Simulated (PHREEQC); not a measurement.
Consider water at 25 °C with 0.0036 mol/kgw CdCl2, 5.1e-05 mol/kgw HCl and 8.9e-05 mol/kgw NaCl. Closed to the air; pH follows from the charge balance.

All values are PHREEQC results (ion-association model, wateq4f.dat), not measurements.

Precipitation was switched off in this run.

What pH, ionic strength does the model give?

pH 4.33; ionic strength 0.00881 mol/kgw.

In which forms is Cd present?

Cd+2 71 %, CdCl+ 29 %, CdCl2 0.6 % of the Cd.

Complexes and solids missing from the database can't appear.
